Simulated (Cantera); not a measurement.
A Cantera script and its output.

```python
import numpy as np
import cantera as ct

gas = ct.Solution("gri30.yaml")


def delay(T, t_max=10):
    gas.TPX = T, 1000000, {'CH4': 1, 'O2': 1, 'N2': 5.4}
    reactor = ct.IdealGasConstPressureReactor(gas, clone=False)
    net = ct.ReactorNet([reactor])
    net.rtol, net.atol = 1e-8, 1e-16
    while net.time < t_max:
        t_old, T_old = net.time, reactor.T
        net.step()
        if reactor.T > T + 400:  # ignition: a rise of 400 K
            return t_old + (T + 400 - T_old) / (reactor.T - T_old) * (net.time - t_old)
    return np.nan


taus = []
for T in [1198, 1298, 1398, 1498, 1598, 1698, 1798, 1898, 1998, 2098]:
    taus.append(delay(T))
    print(f"T0 = {T:6g} K   tau = {taus[-1]:.4e} s")
```

Result:

```
T0 =   1198 K   tau = 9.7996e-03 s
T0 =   1298 K   tau = 3.0611e-03 s
T0 =   1398 K   tau = 1.0405e-03 s
T0 =   1498 K   tau = 3.7536e-04 s
T0 =   1598 K   tau = 1.4286e-04 s
T0 =   1698 K   tau = 5.8228e-05 s
T0 =   1798 K   tau = 2.5967e-05 s
T0 =   1898 K   tau = 1.2824e-05 s
T0 =   1998 K   tau = 6.9948e-06 s
T0 =   2098 K   tau = 4.1626e-06 s
```

Computed with Cantera and GRI-Mech 3.0 (53 species, 325 reactions).
